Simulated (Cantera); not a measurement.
Input (Python, Cantera) and output of one run.

```python
import numpy as np
import cantera as ct

gas_names = """
    CL CLO CL2 H HCL HOCL HO2 H2 H2O H2O2 O OH O2 O3 Si SiCL SiCL2 SiCL3 SiCL4 SiH SiHCL3 SiH2 SiH2CL2
    SiH3 SiH3CL SiH4 SiO SiO2 Si2 Si3
""".split()
cond_names = """
    H2O(s) H2O(L) Si(cr) Si(L) SiO2(Lqz) SiO2(hqz) SiO2(L)
""".split()


# ... load() reads the species with a 1 bar reference pressure and builds the phases ...
atoms = {
    'SiCl4': {'Si': 1, 'CL': 4},
    'H2O': {'H': 2, 'O': 1},
    'H2': {'H': 2},
    'O3': {'O': 3},
}
top_T = {}  # K; cautious upper limits of use, not melting points


# ... equilibrate(T, P, feed) seeds the gas with the atoms and calls Mixture.equilibrate('TP', solver="vcs", rtol=1e-11, max_steps=5000) ...
results = []
T = 1623  # K
P = 66000  # Pa
for m in [1.5, 2.2, 3.1, 4.5, 6.5, 9.4, 14, 20, 28]:
    feed = {'SiCl4': 1, 'H2O': m, 'H2': 0.84, 'O3': 1.3}  # mol
    mix = equilibrate(T, P, feed)
    results.append((T, P, feed, dict(zip(mix.species_names, mix.species_moles))))

top = {s: max(r[3][s] / sum(r[3][g] for g in gas_names) for r in results) for s in gas_names}
cols = sorted((s for s in top if top[s] > 0.001), key=lambda s: -top[s])[:8]
seen = [c for c in cond_names if any(r[3].get(c, 0) > 1e-12 for r in results)]
print("log10 of partial pressures in bar; condensed amounts in mol")
print(f"{'n(H2O)':>10s}" + "".join(f"{s[:9]:>10s}" for s in cols + seen))
for T, P, feed, n in results:
    ng = sum(n[g] for g in gas_names)
    print(f"{feed['H2O']:10.4g}" + "".join(f"{np.log10(max(n[s] / ng * P / 1e5, 1e-99)):10.3f}" for s in cols)
          + "".join(f"{n.get(c, 0):10.4g}" for c in seen))
```

Result:

```
log10 of partial pressures in bar; condensed amounts in mol
    n(H2O)       H2O       HCL        O2       CL2        CL SiO2(hqz)
       1.5    -1.171    -0.403    -0.799    -1.699    -1.750         1
       2.2    -0.920    -0.430    -0.835    -2.023    -1.912         1
       3.1    -0.743    -0.475    -0.884    -2.313    -2.057         1
       4.5    -0.596    -0.543    -0.955    -2.631    -2.216         1
       6.5    -0.485    -0.627    -1.040    -2.953    -2.377         1
       9.4    -0.402    -0.727    -1.141    -3.287    -2.544         1
        14    -0.335    -0.850    -1.265    -3.661    -2.731         1
        20    -0.292    -0.971    -1.387    -4.009    -2.905         1
        28    -0.262    -1.094    -1.510    -4.345    -3.073         1
```

Cantera equilibrium calculation (NASA polynomials, part measured and part estimated; ideal gas, pure solids and liquids). The tables hold silica as quartz up to 1696 K and as liquid above; real silica turns to tridymite and cristobalite and melts near 1996 K. Gases not in the tables: Si(OH)4.
